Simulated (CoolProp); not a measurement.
Properties of n-butane along the isotherm 301.85 °C.

Model: reference Helmholtz-energy equation of state, Bücker 2006, in CoolProp.

```tsv
p (bar)	phase	cv (kJ/(kg K))	Joule-Thomson coefficient (K/MPa)	expansivity (1/kK)	viscosity (µPa s)	fugacity coefficient
12	gas	2.697	3.558	2.008	14.2	0.9649
24	gas	2.709	3.671	2.327	14.5	0.9307
36	gas	2.720	3.755	2.700	14.8	0.8974
48	supercritical	2.732	3.790	3.121	15.2	0.8652
60	supercritical	2.742	3.755	3.572	15.6	0.8344
72	supercritical	2.752	3.634	4.015	16.2	0.8052
84	supercritical	2.759	3.420	4.394	16.9	0.7778
96	supercritical	2.765	3.125	4.653	17.8	0.7524
108	supercritical	2.768	2.779	4.755	18.9	0.7293
120	supercritical	2.769	2.418	4.709	20.2	0.7085
```

Viscosity comes from a separate model (Vogel 1999).
